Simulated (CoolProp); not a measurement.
Vapour-liquid equilibrium of R134a (1) + R227EA (2) at 0.292 MPa; x and y are mole fractions of (1).

The numbers come from the multi-fluid Helmholtz-energy mixture model, Tillner-Roth 1994 and Lemmon 2016; pair parameters Bell 2016 in CoolProp.

Question: Give the bubble temperature and the first vapour's composition at x = 0.05, 0.35, 0.95. Is there an azeotrope?

Answer: x = 0.05: 10.3 °C, y = 0.077; x = 0.35: 5.7 °C, y = 0.446; x = 0.95: 0.2 °C, y = 0.960. No azeotrope shows between x = 0.05 and 0.95.

Pair parameters are fitted to limited data, so mixtures are less certain than the pure fluids.
